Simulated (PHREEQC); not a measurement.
**City or well water (model solution)**

Model water analysis in mg/kgw, 61 °C, pH 7.5, pe 11:

```csv
constituent,mg/kgw
Na,2.92
K,14.3
Ca,6.01
Mg,9.2
Cl,27.5
S(6) as SO4,10.2
Alkalinity as HCO3,34.9
O(0) (dissolved oxygen),0.205
Li,0.0569
F,0.0252
Zn,0.0321
Sr,0.0335
```

Valence states are taken as typed.

Model: ion-association model, wateq4f.dat, run in PHREEQC.

This is a speciation only: nothing precipitates in the calculation.

Problem. What charge-balance error does the model give?

Solution. charge-balance error -0.1 %.

Problem. In which forms is S present?

Solution. SO4-2 86 %, MgSO4 11 %, CaSO4 2.2 % of the S.

Away from 25 °C the constants follow the database's enthalpies or fits; those with neither stay at their 25 °C values. The database's zinc carbonate complexes are estimates, stronger than later reviews accept.
